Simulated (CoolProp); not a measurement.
Sulfur dioxide at 293.15 K and 0.146 MPa is throttled through a valve to 0.0163 MPa with no heat exchange. Each further row changes one setting.

Model: reference Helmholtz-energy equation of state, Gao 2016, in CoolProp.

```csv
case,temperature change (K),final density (kg/m³)
as stated,?,?
outlet pressure 0.00489 MPa,?,?
outlet pressure 0.0212 MPa,?,?
```

Problem. Some entries are withheld; supply them.

Solution. 
- as stated, temperature change (K): -5.4
- as stated, final density (kg/m³): 0.438
- outlet pressure 0.00489 MPa, temperature change (K): -5.9
- outlet pressure 0.00489 MPa, final density (kg/m³): 0.131
- outlet pressure 0.0212 MPa, temperature change (K): -5.2
- outlet pressure 0.0212 MPa, final density (kg/m³): 0.570
